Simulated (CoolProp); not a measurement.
The fluid at 334.14 K and 4.83 MPa (liquid) is heated at constant pressure to 445.7 K. The same conditions are run with several fluids, on thermodynamics alone (safety and materials aside).

Computed with CoolProp (reference Helmholtz-energy equation of state of each fluid (propylene: Lemmon 2013; chloromethane (R40): Thol 2014; methanol: de Reuck 1993)).

Rank propylene, chloromethane (R40), methanol by heat (kJ/kg), highest first.

propylene (475), chloromethane (R40) (406), methanol (376)

```csv
fluid,final phase,final density (kg/m³)
propylene,supercritical,68.6
chloromethane (R40),gas,86.3
methanol,liquid,618
```
